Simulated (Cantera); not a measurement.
Input: 1 mol C₂H₆, 1.1 mol CO₂, 1.3 mol N₂, held at 2300 K and 43.0 bar.

Equilibrium computed with Cantera from the NASA thermochemical tables; the gas is ideal and each condensed phase is pure. Candidate condensed phases: C, C₆H₆, C₇H₈, C₈H₁₈, H₂O; 136 gas species. The ideal-gas law is rough above about 30 bar. Kinetics and transport are ignored.

Base state: H₂ 0.449, CO 0.339, N₂ 0.194, HCN 0.0121, C₂H₂ (acetylene) 0.00194, CH₄ 0.00186, HNC 0.00110, H 0.000989 (mole fractions); condensed: C(graphite).

**Question.** What changes in the equilibrium state with this change: temperature from 2300 K to 1873 K?

**Answer.** 
| species | before | after |
|---|---|---|
| H₂ | 0.449 | 0.451 |
| CO | 0.339 | 0.339 |
| N₂ | 0.194 | 0.200 |
| HCN | 0.0121 | 0.00260 |
| CH₄ | 0.00186 | 0.00533 |
| H | 0.000989 | 6.61e-5 |
| C₂H₂ (acetylene) | 0.00194 | 0.000141 |
| HNC | 0.00110 | 0.000115 |
| C(graphite), mol | 0.777 | 0.856 |

**Question.** What changes in the equilibrium state with this change: pressure from 43.0 bar to 1 atm?

**Answer.** 
```tsv
species	before	after
H₂	0.449	0.448
CO	0.339	0.337
N₂	0.194	0.193
H	0.000989	0.00644
CH₄	0.00186	4.36e-5
HCN	0.0121	0.0121
CO₂	3.68e-5	8.60e-7
H₂O	0.000273	6.40e-6
NH₃	7.42e-5	1.74e-6
C(graphite), mol	0.777	0.788
```
